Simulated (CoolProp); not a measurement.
Vapour-liquid equilibrium of propane (1) + dimethyl ether (2) at -48.45 °C; x and y are mole fractions of (1).

The numbers come from the multi-fluid Helmholtz-energy mixture model, Lemmon 2009 and Wu 2011; pair parameters Bell 2016 in CoolProp.

```csv
x,bubble pressure (MPa),y at the bubble point,dew pressure at overall composition x (MPa),liquid density (mol/L)
0.05,0.03818,0.203,0.03322,16.43
0.125,0.04586,0.380,0.03549,16.13
0.2,0.05186,0.488,0.03807,15.83
0.275,0.05661,0.561,0.04100,15.54
0.35,0.06044,0.617,0.04437,15.27
0.425,0.06358,0.662,0.04823,15.00
0.5,0.06622,0.701,0.05263,14.75
0.575,0.06849,0.737,0.05755,14.51
0.65,0.07047,0.773,0.06278,14.28
0.725,0.07220,0.810,0.06776,14.06
0.8,0.07369,0.851,0.07176,13.85
0.875,0.07488,0.899,0.07435,13.65
0.95,0.07569,0.955,0.07565,13.46
```

No azeotrope shows between x = 0.05 and 0.95.

The pair parameters rest on a limited set of measurements; away from them the model extrapolates.
